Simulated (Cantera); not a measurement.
A perfectly stirred reactor is fed with 16.7 % H₂, 29.8 % O₂, 53.6 % N₂, equivalence ratio 0.28, at 0.109 atm; it is held at 848 K, and followed from long to short residence time.

Cantera simulation using the H2/O2 subset of GRI-Mech 3.0, which has no nitrogen chemistry; the numbers are that mechanism's predictions, not measurements. Radical loss at walls, strong at low pressure, is not modelled. Below about 950 K walls govern HO2 and H2O2 in real vessels. The temperature is held fixed by assumption; the heat of reaction is taken as removed at once.

x: mole fraction; the columns are a selection and need not sum to one.

```
τ (s)     x H₂   x O₂  x H₂O       x O       x H    x H₂O₂
------  ------  -----  -----  --------  --------  --------
26      0.0260  0.244  0.153   3.50e-7   3.49e-7  0.000422
12      0.0296  0.245  0.149   6.49e-7   7.18e-7  0.000358
5.1     0.0286  0.245  0.150   1.52e-6   1.67e-6  0.000226
2.2     0.0267  0.244  0.153         …         …         …
0.98    0.0260  0.244  0.153   8.29e-6   8.70e-6   5.75e-5
0.43    0.0269  0.244  0.152         …         …         …
0.19    0.0293  0.245  0.150   3.67e-5   4.41e-5   1.37e-5
0.084   0.0337  0.247  0.145   7.01e-5   9.77e-5   7.10e-6
0.037   0.0405  0.249  0.137  0.000127  0.000214   3.86e-6
0.016   0.0503  0.253  0.127  0.000221  0.000469   2.23e-6
0.0071  0.0631  0.258  0.112  0.000360  0.000973   1.48e-6
```

Task: Some entries are withheld; supply them.

Result: 
- 2.2, x O: 3.67e-6
- 2.2, x H: 3.87e-6
- 2.2, x H₂O₂: 0.000117
- 0.43, x O: 1.80e-5
- 0.43, x H: 1.97e-5
- 0.43, x H₂O₂: 2.76e-5
